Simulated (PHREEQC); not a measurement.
Make-up at 10 °C: 0.029 mol HF, 0.0008 mol NaF and 3e-05 mol H4SiO4 per kg of water. Closed to the air; pH follows from the charge balance.

Computed with PHREEQC (ion-association model, phreeqc.dat).

Precipitation was switched off in this run.

### Question
Order these F species by the share of F that they hold, largest first: SiF6-2, F-, HF, HF2-.

### Answer
HF (80 %), F- (17 %), HF2- (2.7 %), SiF6-2 (0.60 %)

The pH is 2.36 and the ionic strength 0.00555 mol/kgw. At this temperature some constants are extrapolated from 25 °C, and those without enthalpy data are left unchanged. SiF6-2 is the database's only silicon fluoride.
